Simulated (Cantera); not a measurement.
Diamond growth

A diamond (100) surface in a fixed gas of H2 with x(CH4) = 0.0061, x(H) = 0.00059, x(CH3) = 1.2e-05, 9100 Pa; coverages are run to steady state.

Detailed kinetics in Cantera: the Harris–Goodwin 1993 mechanism for the reconstructed diamond (100) surface.

```
T (K)  growth (µm/h)  θ c6HH  θ c6H*  θ c6*H   θ c6**    θ c6HM
-----  -------------  ------  ------  ------  -------  --------
900            0.326   0.680  0.0102   0.286  0.00407    0.0164
975            0.446   0.616  0.0158   0.347  0.00719    0.0107
1050           0.422   0.560  0.0223   0.399   0.0111   0.00528
1125           0.234   0.514  0.0293   0.439   0.0153   0.00153
1200           0.118   0.480  0.0362   0.464   0.0189  0.000321
1275          0.0859   0.460  0.0427   0.476   0.0214   6.53e-5
1350          0.0664   0.453  0.0483   0.476   0.0227   1.38e-5
```
θ: site fractions in the mechanism's names (c6HH fully hydrogenated, c6H* and c6*H radical sites, c6** diradical, c6HM methylated).
